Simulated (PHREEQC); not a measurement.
HCl is added in steps, without added water, to 1 kg of water holding 90 mmol/kgw NaHS and 4.1 mmol/kgw FeCl2, at 25 °C. The system is closed to oxygen. No CO2 enters from the air. The run lets FeS(ppt), Halite precipitate or redissolve, and no other solid.

Base run: PHREEQC, ion-association model, wateq4f.dat. Each further column changes one thing. The table gives HS- (mol/kgw).

```tsv
HCl added (mol)	base	diluted 100-fold with water	FeCl2 replaced by NiCl2 at the same molality	FeCl2 left out
0	0.0814	0.000816	0.0818	0.0898
0.014	0.0663	9.88e-9	0.0678	0.0760
0.028	0.0517	5.14e-9	0.0538	0.0620
0.035	0.0446	4.20e-9	0.0468	0.0550
0.049	0.0307	3.12e-9	0.0328	0.0410
0.063	0.0173	2.50e-9	0.0188	0.0270
0.077	0.00434	2.11e-9	0.00480	0.0130
0.091	1.32e-5	1.83e-9	1.80e-6	1.62e-5
0.105	1.15e-6	1.62e-9	7.70e-7	1.13e-6
0.112	7.91e-7	1.54e-9	6.15e-7	7.77e-7
0.126	4.93e-7	1.40e-9	4.53e-7	4.85e-7
0.14	3.62e-7	1.28e-9	3.61e-7	3.56e-7
```

The polysulfide entries of wateq4f.dat were taken out for this run. Solids allowed in the column 'FeCl2 replaced by NiCl2 at the same molality': Ni(OH)2, Millerite, Halite. Solids allowed in the column 'FeCl2 left out': Halite.
